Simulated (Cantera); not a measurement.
# Reactions in the system Ca-H-S

Source: NASA polynomial tables (part measured, part estimated), evaluated in Cantera. Values are per mole of reaction as written; species without (g) are pure solids or liquids, kept so even where they would boil at 1 bar.

H2(g) + CaS ⇌ Ca(g) + H2S(g)

```tsv
T (K)	ΔH° (kJ)	ΔS° (J/K)	ΔG° (kJ)	log10 K
300	630.5	173.2	578.5	-100.72
523	625.6	161.1	541.4	-54.07
623	623.5	157.3	525.4	-44.05
723	621.4	154.3	509.9	-36.84
823	619.5	151.8	494.6	-31.39
923	617.6	149.6	479.5	-27.13
1023	615.8	147.8	464.6	-23.72
```
